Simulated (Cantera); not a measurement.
Input: 1 mol HgO, 14 mol H₂, at 1.50 bar.

Cantera equilibrium calculation (NASA polynomials, part measured and part estimated; ideal gas, pure solids and liquids). Candidate condensed phases: H₂O, Hg, HgO; 10 gas species. The numbers say what is thermodynamically allowed, not how fast it happens.

x: gas mole fraction; n: condensed amount in mol.

```
T (°C)   x H₂   x H₂O    x Hg     x H  n Hg(l)
------  -----  ------  ------  ------  -------
250     0.868  0.0668  0.0653  <1e-12   0.0221
350     0.867  0.0667  0.0667  <1e-12        0
450     0.867  0.0667  0.0667  <1e-12        0
550     0.867  0.0667  0.0667       ?        0
650     0.867  0.0667  0.0667       ?        0
750     0.867  0.0667  0.0667       ?        0
850     0.867  0.0667  0.0667       ?        0
950     0.867  0.0667  0.0667       ?        0
1050    0.867  0.0667  0.0667       ?        0
1150    0.867  0.0667  0.0667       ?        0
1250    0.867  0.0667  0.0667       ?        0
```

**Question.** Complete the blanks.

**Answer.** 
- 550, x H: 5.58e-12
- 650, x H: 1.86e-10
- 750, x H: 3.15e-9
- 850, x H: 3.24e-8
- 950, x H: 2.29e-7
- 1050, x H: 1.21e-6
- 1150, x H: 5.05e-6
- 1250, x H: 1.76e-5
